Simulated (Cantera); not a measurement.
A closed system holds: 1 mol CF4, 0.073 mol H2, 0.027 mol HCl, held at 1675 K and 1.00 bar.

Cantera equilibrium calculation (NASA polynomials, part measured and part estimated; ideal gas, pure solids and liquids). Candidate condensed phases: C, C6H6, C7H8, C8H18; 118 gas species. Gases not in the tables: C2F6 and larger saturated fluorocarbons. Kinetics and transport are ignored.

Question: What is the equilibrium state?

Answer: 
| Quantity | Result |
|---|---|
| x(CF4) | 0.832 |
| x(HF) | 0.146 |
| x(Cl) | 0.00817 |
| x(CClF3) | 0.00574 |
| x(HCl) | 0.00487 |
| x(Cl2) | 0.00236 |
| x(CF2) | 0.000402 |
| x(CF3) | 0.000182 |
| x(CCl2F2) | 3.00e-5 |
| n(C(graphite)) | 0.0399 mol |
| gas amount | 1.145 mol |
